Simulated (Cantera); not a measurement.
## Premixed flame

A freely propagating, adiabatic, planar premixed flame of CH₄ : CO : O₂ : N₂ : CO₂ = 1 : 0.42 : 2.7 : 10.1 : 0.8 (molar parts), unburnt at 475 K and 0.158 atm; mixture-averaged transport, grid criteria slope 0.08 and curve 0.16, no radiation.

Detailed kinetics in Cantera: GRI-Mech 3.0 (53 species, 325 reactions). Burning velocities carry a grid error of a few per cent, more on coarse grids.

| z (mm) | T (K) | u (m/s) | x CH₄ | x CO | x O₂ | x CH₂O | x H₂O | x C₂H₂ |
|---|---|---|---|---|---|---|---|---|
| -6.73 | 475 | 0.894 | 0.0666 | 0.0280 | 0.180 | <1e-8 | 3.21e-6 | <1e-8 |
| -4.48 | 475 | 0.895 | 0.0665 | 0.0279 | 0.180 | 2.48e-7 | 5.75e-5 | <1e-8 |
| -3.36 | 477 | 0.900 | 0.0663 | 0.0279 | 0.179 | 2.14e-6 | 0.000330 | <1e-8 |
| -2.24 | 500 | 0.946 | 0.0649 | 0.0282 | 0.177 | 2.75e-5 | 0.00308 | 4.90e-8 |
| -1.12 | 751 | 1.44 | 0.0512 | 0.0338 | 0.159 | 0.000210 | 0.0285 | 1.36e-6 |
| -0.561 | 1089 | 2.10 | 0.0307 | 0.0447 | 0.129 | 0.000535 | 0.0612 | 5.17e-6 |
| 0 | 1440 | 2.79 | 0.00817 | 0.0563 | 0.0887 | 0.000529 | 0.0964 | 1.02e-5 |
| 0.561 | 1582 | 3.06 | 0.000723 | 0.0528 | 0.0643 | 8.49e-5 | 0.113 | 1.46e-6 |
| 1.12 | 1618 | 3.12 | 3.57e-5 | 0.0439 | 0.0554 | 4.72e-6 | 0.116 | 3.36e-8 |
| 2.24 | 1655 | 3.18 | 1.20e-7 | 0.0335 | 0.0501 | 1.71e-8 | 0.115 | <1e-8 |
| 4.48 | 1704 | 3.25 | <1e-8 | 0.0273 | 0.0472 | <1e-8 | 0.116 | <1e-8 |
| 8.97 | 1766 | 3.36 | <1e-8 | 0.0243 | 0.0451 | <1e-8 | 0.119 | <1e-8 |
| 17.9 | 1838 | 3.48 | <1e-8 | 0.0208 | 0.0428 | <1e-8 | 0.122 | <1e-8 |
x: mole fraction of selected species; z is measured from the peak of heat release.

| Quantity | Result |
|---|---|
| laminar burning velocity | 89.4 cm/s |
| thermal thickness | 2.24 mm |
| peak x(CH₂O) | 0.000654 |
| peak x(C₂H₂) | 1.05e-5 |
| grid points | 150 |
